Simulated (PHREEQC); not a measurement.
Consider water at 60 °C with 0.0052 mol NaH2PO4 and 4.6e-05 mol Na2CO3 per kg of water. Closed to the air; pH follows from the charge balance.

Computed with PHREEQC (ion-association model, phreeqc.dat).

```csv
quantity,before,after
pH,5.30,5.10
ionic strength (mol/kgw),0.00539,0.00532
HPO4-2 (mol/kgw),9.70e-5,6.07e-5
H3PO4 (mol/kgw),5.00e-6,8.08e-6
HCO3- (mol/kgw),4.62e-6,1.50e-6
```

**Question.** What was changed between the two runs?
A) Na2CO3 from 4.6e-05 to 2.3e-05 mol/kgw
B) Na2CO3 from 4.6e-05 to 9.2e-06 mol/kgw
C) diluted 2-fold with water
D) diluted 100-fold with water

**Answer.** A, Na2CO3 from 4.6e-05 to 2.3e-05 mol/kgw

This is a speciation only: nothing precipitates in the calculation. At this temperature some constants are extrapolated from 25 °C, and those without enthalpy data are left unchanged.
